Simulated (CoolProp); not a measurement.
A simple Rankine cycle with R245ca: condensing at 317.15 K, boiler at 1.06 MPa, turbine inlet 394.1 K, turbine efficiency 0.9, pump efficiency 0.6, no recuperator. Each further row changes one setting.

The numbers come from the reference Helmholtz-energy equation of state, Zhou 2016 in CoolProp.

```tsv
case	thermal efficiency (%)	net work (kJ/kg)	heat in (kJ/kg)	turbine exit temperature (K)	volume ratio over the turbine
as stated	11.7	30.3	259	352.6	5.52
turbine inlet 414.1 K	11.6	32.7	283	373.4	5.40
condensing temperature 309.15 K	13.1	35.4	270	346.8	7.21
boiler pressure 0.742 MPa	9.5	25.1	265	363.0	3.74
turbine efficiency 0.8	10.4	26.8	259	356.0	5.58
```
